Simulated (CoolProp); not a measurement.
Vapour-liquid equilibrium of ethane (1) + n-pentane (2) at 166 kPa; x and y are mole fractions of (1).

Computed with CoolProp (multi-fluid Helmholtz-energy mixture model, Bücker 2006 and Thol 2019; pair parameters Kunz 2012).

**Question.** Give the bubble temperature and the first vapour's composition at x = 0.15, 0.65, 0.75. Is there an azeotrope?

**Answer.** x = 0.15: 242.9 K, y = 0.972; x = 0.65: 202.9 K, y = 0.999; x = 0.75: 200.1 K, y = 1.000. No azeotrope shows between x = 0.05 and 0.95.

The pair parameters rest on a limited set of measurements; away from them the model extrapolates. The gap from Raoult's law changes sign with composition, which may be real or a fault of the pair parameters; it wasn't checked against measurements.
